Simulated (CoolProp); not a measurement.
Propyne along the isotherm 363.5 K: Z from the reference equation and from simpler models built on Tc = 402.7 K, pc = 5.658 MPa, ω = 0.204; each cubic takes its own stable root.

The numbers come from the reference Helmholtz-energy equation of state, Polt 1992 in CoolProp. This equation is an older, rougher fit; its heat capacities, sound speeds and derivatives of the liquid may be far off and weren't checked against measurements.

```
p (MPa)   phase  reference  van der Waals  Redlich-Kwong  Soave-Redlich-Kwong  Peng-Robinson
-------  ------  ---------  -------------  -------------  -------------------  -------------
0.0268      gas     0.9977         0.9982         0.9978               0.9978         0.9976
0.0418      gas     0.9964         0.9972         0.9966               0.9965         0.9962
0.0651      gas     0.9944         0.9956         0.9947               0.9946         0.9941
0.101       gas     0.9913         0.9932         0.9918               0.9915         0.9908
0.158       gas     0.9864         0.9893         0.9871               0.9867         0.9855
0.246       gas     0.9787         0.9833         0.9799               0.9792         0.9774
0.382       gas     0.9665         0.9738         0.9685               0.9674         0.9646
0.595       gas     0.9470         0.9586         0.9503               0.9485         0.9441
0.927       gas     0.9151         0.9341         0.9208               0.9179         0.9111
1.44        gas     0.8613         0.8936         0.8720               0.8671         0.8566
2.25        gas     0.7592         0.8211         0.7841               0.7743         0.7583
3.5      liquid    0.09440         0.6672         0.1143               0.1093        0.09664
5.45     liquid     0.1438         0.2271         0.1695               0.1639         0.1452
8.49     liquid     0.2183         0.3321         0.2507               0.2444         0.2170
```

At some of these states van der Waals gives the other phase, because its saturation line lies elsewhere.
